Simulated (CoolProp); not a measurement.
Properties of cyclopropane along the isobar 783 kPa.

Model: reference Helmholtz-energy equation of state, Polt 1992, in CoolProp. This equation is an older, rougher fit.

```
T (°C)  phase  density (kg/m³)  cv (kJ/(kg K))
------  -----  ---------------  --------------
39.25     gas            14.39           1.297
57.05     gas            13.27           1.364
74.95     gas            12.36           1.438
92.75     gas            11.60           1.514
110.65    gas            10.94           1.593
128.45    gas            10.37           1.671
146.35    gas            9.863           1.749
164.15    gas            9.411           1.824
182.05    gas            9.002           1.898
199.85    gas            8.633           1.970
```
